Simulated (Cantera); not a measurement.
## Premixed flame

A freely propagating, adiabatic, planar premixed flame of CH4 : CO : O2 : N2 = 1 : 0.11 : 2.39 : 8.98 (molar parts), equivalence ratio 0.86, unburnt at 473 K and 1.00 atm; multicomponent+Soret transport, grid criteria slope 0.08 and curve 0.16, no radiation.

Computed with Cantera and GRI-Mech 3.0 (53 species, 325 reactions). Burning velocities carry a grid error of a few per cent, more on coarse grids.

```
z (mm)   T (K)  u (m/s)     x CH4     x CO    x O2  x CH2CO    x NO2       x H
-------  -----  -------  --------  -------  ------  -------  -------  --------
-1.19      473    0.737    0.0801  0.00881   0.191    <1e-8    <1e-8     <1e-8
-0.791     475    0.740    0.0798  0.00883   0.191    <1e-8    <1e-8     <1e-8
-0.593     481    0.750    0.0791  0.00893   0.191  3.46e-8    <1e-8     <1e-8
-0.395     529    0.827    0.0752  0.00987   0.188  5.75e-7  4.36e-8   2.92e-8
-0.198     883     1.39    0.0547   0.0190   0.161  1.39e-5  7.37e-8   5.43e-5
-0.0988   1276     2.03    0.0310   0.0320   0.123  5.10e-5  2.14e-8  0.000507
0         1654     2.65   0.00725   0.0440  0.0776  6.29e-5    <1e-8   0.00246
0.0988    1808     2.89  0.000466   0.0392  0.0525  9.05e-6    <1e-8   0.00467
0.198     1860     2.96   1.53e-5   0.0298  0.0442  3.48e-7    <1e-8   0.00537
0.395     1926     3.05   3.11e-8   0.0204  0.0391    <1e-8    <1e-8   0.00485
0.791     2005     3.16     <1e-8   0.0148  0.0357    <1e-8    <1e-8   0.00328
1.58      2083     3.27     <1e-8   0.0109  0.0329    <1e-8    <1e-8   0.00170
3.16      2145     3.35     <1e-8  0.00721  0.0306    <1e-8  1.56e-8  0.000751
```
x: mole fraction of selected species; z is measured from the peak of heat release.

```json
{
  "laminar_burning_velocity": "73.7 cm/s",
  "thermal_thickness": "0.395 mm",
  "peak x(CH2CO)": "7.28e-5",
  "peak x(H)": "0.00538",
  "grid_points": "145"
}
```
